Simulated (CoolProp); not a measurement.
Vapour-liquid equilibrium of cyclohexane (1) + toluene (2) at 472.5 K; x and y are mole fractions of (1).

Computed with CoolProp (multi-fluid Helmholtz-energy mixture model, Zhou 2014 and Lemmon 2006; pair parameters Bell 2016).

```csv
x,"bubble pressure, mixture model (bar)","bubble pressure, Raoult's law (bar)","y, mixture model","y, Raoult's law"
0.05,7.807,7.710,0.088,0.086
0.15,8.554,8.301,0.239,0.241
0.25,9.254,8.891,0.365,0.375
0.35,9.910,9.481,0.473,0.492
0.45,10.53,10.07,0.568,0.595
0.55,11.10,10.66,0.654,0.687
0.65,11.65,11.25,0.734,0.769
0.75,12.16,11.84,0.811,0.843
0.85,12.65,12.43,0.886,0.911
0.95,13.10,13.02,0.962,0.972
```

The largest gap from Raoult's law is +4.5 % in bubble pressure, at x = 0.35. No azeotrope shows between x = 0.05 and 0.95.

The pair parameters rest on a limited set of measurements; away from them the model extrapolates.
